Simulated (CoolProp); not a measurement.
R22 at 277.54 K and 4.48 MPa is throttled through a valve to 1.87 MPa with no heat exchange. Each further row changes one setting.

The numbers come from the reference Helmholtz-energy equation of state, Kamei 1995 in CoolProp.

| case | temperature change (K) | final phase | final density (kg/m³) |
|---|---|---|---|
| as stated | (withheld) | liquid | 1270 |
| outlet pressure 0.561 MPa | (withheld) | two-phase, vapour fraction 0.008 | (withheld) |
| outlet pressure 2.43 MPa | (withheld) | liquid | 1270 |

Fill in the missing entries.


- as stated, temperature change (K): +0.5
- outlet pressure 0.561 MPa, temperature change (K): -0.7
- outlet pressure 0.561 MPa, final density (kg/m³): 901
- outlet pressure 2.43 MPa, temperature change (K): +0.4
